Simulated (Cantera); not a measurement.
A Cantera script and its output.

```python
import numpy as np
import cantera as ct

gas = ct.Solution("gri30.yaml")
gas.TPX = 1548, 100000, {'CH4': 1, 'H2': 2.6}
inlet = ct.Reservoir(gas, clone=True)

reactor = ct.IdealGasConstPressureReactor(gas, energy="off", clone=False)
exhaust = ct.Reservoir(gas, clone=True)
tau = [18, 2.8, 0.45, 0.071, 0.011, 0.0018, 0.00029][0]
for a, b in ((inlet, reactor), (reactor, exhaust)):
    ct.MassFlowController(a, b, mdot=lambda t: reactor.mass / tau)
net = ct.ReactorNet([reactor])
show = ['CH4', 'H2', 'CH2', 'H', 'C2H6', 'C2H', 'CH3']

rows = []
print(f"{'tau/s':>10s}{'T/K':>9s}" + "".join(f"{s:>11s}" for s in show))
for tau in [18, 2.8, 0.45, 0.071, 0.011, 0.0018, 0.00029]:
    net.initial_time = 0.0
    net.advance(30 * tau)
    before = gas.X
    net.advance(40 * tau)
    drift = np.max(np.abs(gas.X - before) / (gas.X + 1e-9))
    rows.append([gas.T, *gas[show].X, drift])
    print(f"{tau:10.3e}{gas.T:9.1f}" + "".join(f"{x:11.3e}" for x in gas[show].X))
```

Result:

```
     tau/s      T/K        CH4         H2        CH2          H       C2H6        C2H        CH3
 1.800e+01   1548.0  1.002e-01  8.292e-01  2.026e-09  2.795e-05  4.689e-05  5.188e-09  6.849e-05
 2.800e+00   1548.0  1.156e-01  8.200e-01  2.145e-09  2.658e-05  5.059e-05  4.557e-09  7.591e-05
 4.500e-01   1548.0  1.714e-01  7.863e-01  2.578e-09  2.314e-05  7.109e-05  2.697e-09  1.021e-04
 7.100e-02   1548.0  2.432e-01  7.429e-01  3.131e-09  2.034e-05  1.120e-04  7.653e-10  1.346e-04
 1.100e-02   1548.0  2.713e-01  7.259e-01  3.255e-09  1.921e-05  1.262e-04  9.298e-11  1.452e-04
 1.800e-03   1548.0  2.767e-01  7.227e-01  2.806e-09  1.757e-05  9.920e-05  3.645e-12  1.360e-04
 2.900e-04   1548.0  2.776e-01  7.223e-01  1.355e-09  1.215e-05  2.838e-05  1.731e-14  9.423e-05
```

Computed with Cantera and GRI-Mech 3.0 (53 species, 325 reactions). GRI-Mech 3.0 stops at C3 and has no aromatics, soot or wall deposition, so with more carbon than oxygen in the feed, carbon stays in small species such as C2H2 where larger ones or solid carbon would form.
